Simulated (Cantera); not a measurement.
A perfectly stirred reactor is fed with CH₄ : N₂ = 1 : 1.2 (molar parts), at 760 Torr; it is held at 1600 K, and followed from long to short residence time.

Computed with Cantera and GRI-Mech 3.0 (53 species, 325 reactions). GRI-Mech 3.0 stops at C3 and has no aromatics, soot or wall deposition, so with more carbon than oxygen in the feed, carbon stays in small species such as C2H2 where larger ones or solid carbon would form.

### Question
What does this change do: CH4 1 to 0.17 parts?

### Answer
```tsv
quantity	before	after
x(CH₄) at τ = 4.40 s	0.0487	0.0148
x(CH₃) at τ = 4.40 s	7.78e-5	3.86e-5
x(C₂H₆) at τ = 4.40 s	1.87e-5	4.05e-6
x(H) at τ = 4.40 s	3.27e-5	1.87e-5
x(C₂H₂) at τ = 4.40 s	0.134	0.0478
x(CH₄) at τ = 29.0 ms	0.326	0.0967
x(CH₃) at τ = 29.0 ms	0.000465	0.000263
x(C₂H₆) at τ = 29.0 ms	0.000657	0.000228
x(H) at τ = 29.0 ms	9.40e-6	4.95e-6
x(C₂H₂) at τ = 29.0 ms	0.0388	0.0102
```

### Question
What does this change do: N2 1.2 to 11 parts?

### Answer
| quantity | before | after |
|---|---|---|
| x(CH₄) at τ = 4.40 s | 0.0487 | 0.0103 |
| x(CH₃) at τ = 4.40 s | 7.78e-5 | 3.23e-5 |
| x(C₂H₆) at τ = 4.40 s | 1.87e-5 | 2.88e-6 |
| x(H) at τ = 4.40 s | 3.27e-5 | 1.56e-5 |
| x(C₂H₂) at τ = 4.40 s | 0.134 | 0.0333 |
| x(CH₄) at τ = 29.0 ms | 0.326 | 0.0654 |
| x(CH₃) at τ = 29.0 ms | 0.000465 | 0.000220 |
| x(C₂H₆) at τ = 29.0 ms | 0.000657 | 0.000163 |
| x(H) at τ = 29.0 ms | 9.40e-6 | 4.18e-6 |
| x(C₂H₂) at τ = 29.0 ms | 0.0388 | 0.00682 |

### Question
What does this change do: pressure from 760 Torr to 10.00 Torr?

### Answer
```csv
quantity,before,after
x(CH₄) at τ = 4.40 s,0.0487,0.0951
x(CH₃) at τ = 4.40 s,7.78e-5,0.000753
x(C₂H₆) at τ = 4.40 s,1.87e-5,2.34e-5
x(H) at τ = 4.40 s,3.27e-5,0.000146
x(C₂H₂) at τ = 4.40 s,0.134,0.122
x(CH₄) at τ = 29.0 ms,0.326,0.448
x(CH₃) at τ = 29.0 ms,0.000465,0.00118
x(C₂H₆) at τ = 29.0 ms,0.000657,6.72e-5
x(H) at τ = 29.0 ms,9.40e-6,1.80e-6
x(C₂H₂) at τ = 29.0 ms,0.0388,0.000404
```
Radical loss at walls, strong at low pressure, is not modelled.
